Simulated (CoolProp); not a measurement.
The fluoroketone C6F12O (FK-5-1-12) along the isobar 825 kPa: Z from the reference equation and from simpler models built on Tc = 441.8 K, pc = 1869 kPa, ω = 0.471; each cubic takes its own stable root.

Values from CoolProp's reference Helmholtz-energy equation of state, McLinden 2015.

```
T (K)   phase  reference
-----  ------  ---------
351.5  liquid    0.06234
356.9  liquid    0.06228
362.3  liquid    0.06228
367.7  liquid    0.06234
373    liquid    0.06248
378.4  liquid    0.06270
383.8  liquid    0.06302
389.2  liquid    0.06346
394.6  liquid    0.06405
405.4     gas     0.7329
410.8     gas     0.7519
416.1     gas     0.7683
421.5     gas     0.7832
```

### Question
How far does each simpler model (van der Waals, Soave-Redlich-Kwong, Peng-Robinson) lie from the reference over these 13 states: mean and median of the absolute difference, and the worst?

### Answer
- van der Waals: mean 531.0 %, median 71.8 %, worst +1132.0 % at 394.6 K and 825 kPa
- Soave-Redlich-Kwong: mean 9.1 %, median 11.2 %, worst +15.7 % at 394.6 K and 825 kPa
- Peng-Robinson: mean 1.3 %, median 1.2 %, worst -2.5 % at 351.5 K and 825 kPa

At some of these states van der Waals gives the other phase, because its saturation line lies elsewhere.
